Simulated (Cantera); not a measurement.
Gas mixture: 100 % O2, at 5.03 atm, frozen composition.

Cantera's kinetic-theory transport with the Lennard-Jones parameters of GRI-Mech 3.0, ideal gas; thermal conductivity in the mixture-averaged form.

D: mixture-averaged diffusion coefficient of that species in the mixture.

| T (K) | ρ (kg/m³) | cp (J/kg/K) | μ (µPa s) | λ (mW/m/K) | Pr | D (cm²/s) H2O | D (cm²/s) NH3 | D (cm²/s) CH4 |
|---|---|---|---|---|---|---|---|---|
| 400 | 4.91 | 941.4 | 25.6 | 33.9 | 0.713 | 0.0794 | 0.0766 | 0.0749 |
| 600 | 3.27 | 1003 | ? | ? | 0.709 | ? | ? | ? |
| 800 | 2.45 | 1055 | 41.4 | 61.4 | 0.710 | 0.284 | 0.269 | 0.246 |
| 1000 | 1.96 | 1090 | 47.9 | 73.6 | 0.710 | 0.421 | 0.397 | 0.358 |
| 1200 | 1.64 | 1114 | ? | ? | 0.708 | ? | ? | ? |
| 1400 | 1.40 | 1134 | 59.7 | 95.7 | 0.707 | 0.751 | 0.705 | 0.628 |

Problem. Complete the blanks.

Solution. 
- 600, μ (µPa s): 34.1
- 600, λ (mW/m/K): 48.2
- 600, D (cm²/s) H2O: 0.169
- 600, D (cm²/s) NH3: 0.161
- 600, D (cm²/s) CH4: 0.151
- 1200, μ (µPa s): 54.0
- 1200, λ (mW/m/K): 84.9
- 1200, D (cm²/s) H2O: 0.577
- 1200, D (cm²/s) NH3: 0.542
- 1200, D (cm²/s) CH4: 0.486
